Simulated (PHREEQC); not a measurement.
# Nickel, zinc or cadmium bath

Consider water at 45 °C with 52 mmol/kgw Ni(NO3)2 and 1.9 mmol/kgw NaOH. Closed to the air; pH follows from the charge balance.

Model: ion-association model, wateq4f.dat, run in PHREEQC.

```
Quantity                  Value
----------------  -------------
pH                         8.22
ionic strength    0.154 mol/kgw
total alkalinity    1.90 meq/kg
```

```json
[
 {"species": "NO3-", "molality": "0.104", "activity": "0.0737", "log γ": "-0.149"},
 {"species": "Ni+2", "molality": "0.0502", "activity": "0.0159", "log γ": "-0.499"},
 {"species": "Na+", "molality": "0.00190", "activity": "0.00143", "log γ": "-0.125"},
 {"species": "NiOH+", "molality": "0.00181", "activity": "0.00136", "log γ": "-0.125"},
 {"species": "Ni(OH)2", "molality": "4.20e-5", "activity": "4.35e-5", "log γ": "0.015"},
 {"species": "OH-", "molality": "9.03e-6", "activity": "6.50e-6", "log γ": "-0.143"},
 {"species": "Ni(OH)3-", "molality": "9.59e-8", "activity": "7.19e-8", "log γ": "-0.125"}
]
```

Precipitation was switched off in this run. In wateq4f.dat the enthalpy of Ni(OH)2 has the wrong sign, so its saturation index can't be trusted away from 25 °C. At this temperature some constants are extrapolated from 25 °C, and those without enthalpy data are left unchanged.
